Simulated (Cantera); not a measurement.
Adiabatic ignition

An adiabatic, constant-pressure homogeneous reactor starts with 24.7 % H2, 15.8 % O2, 59.5 % N2, at 1525 K and 10.0 bar.

Computed with Cantera and GRI-Mech 3.0 (53 species, 325 reactions). The hydrogen kinetics of GRI-Mech 3.0 are dated; newer H2 mechanisms differ, most at raised pressure.

```json
[
 {"t (s)": "1.00e-6", "T (K)": "1538", "x H2": "0.240", "x O2": "0.155", "x H": "0.00276", "x NO2": "7.98e-12", "x HO2": "0.000342", "x H2O": "0.00490", "x NO": "4.41e-9"},
 {"t (s)": "5.99e-6", "T (K)": "2939", "x H2": "0.0160", "x O2": "0.0379", "x H": "0.00581", "x NO2": "4.24e-7", "x HO2": "2.96e-5", "x H2O": "0.242", "x NO": "0.000520"},
 {"t (s)": "3.59e-5", "T (K)": "2948", "x H2": "0.0153", "x O2": "0.0364", "x H": "0.00529", "x NO2": "2.80e-6", "x HO2": "2.87e-5", "x H2O": "0.244", "x NO": "0.00355"},
 {"t (s)": "0.000215", "T (K)": "2936", "x H2": "0.0156", "x O2": "0.0325", "x H": "0.00513", "x NO2": "9.78e-6", "x HO2": "2.58e-5", "x H2O": "0.245", "x NO": "0.0130"},
 {"t (s)": "0.00129", "T (K)": "2933", "x H2": "0.0156", "x O2": "0.0314", "x H": "0.00509", "x NO2": "1.15e-5", "x HO2": "2.50e-5", "x H2O": "0.245", "x NO": "0.0156"},
 {"t (s)": "0.00774", "T (K)": "2933", "x H2": "0.0156", "x O2": "0.0314", "x H": "0.00509", "x NO2": "1.15e-5", "x HO2": "2.50e-5", "x H2O": "0.245", "x NO": "0.0156"},
 {"t (s)": "0.0464", "T (K)": "2933", "x H2": "0.0156", "x O2": "0.0314", "x H": "0.00509", "x NO2": "1.15e-5", "x HO2": "2.50e-5", "x H2O": "0.245", "x NO": "0.0156"},
 {"t (s)": "0.278", "T (K)": "2933", "x H2": "0.0156", "x O2": "0.0314", "x H": "0.00509", "x NO2": "1.15e-5", "x HO2": "2.50e-5", "x H2O": "0.245", "x NO": "0.0156"},
 {"t (s)": "1.67", "T (K)": "2933", "x H2": "0.0156", "x O2": "0.0314", "x H": "0.00509", "x NO2": "1.15e-5", "x HO2": "2.50e-5", "x H2O": "0.245", "x NO": "0.0156"},
 {"t (s)": "10.0", "T (K)": "2933", "x H2": "0.0156", "x O2": "0.0314", "x H": "0.00509", "x NO2": "1.15e-5", "x HO2": "2.50e-5", "x H2O": "0.245", "x NO": "0.0156"}
]
```
x: mole fraction; the columns are a selection and need not sum to one.

The time of steepest temperature rise is 1.35 µs, the temperature at 10.0 s comes out as 2933 K and the equilibrium temperature is 2933 K. The x(H2) at 10.0 s is 0.0156 (gas-phase equilibrium 0.0156) and the x(O2) at 10.0 s is 0.0314 (gas-phase equilibrium 0.0314). The x(H) at 10.0 s is 0.00509 (gas-phase equilibrium 0.00509).
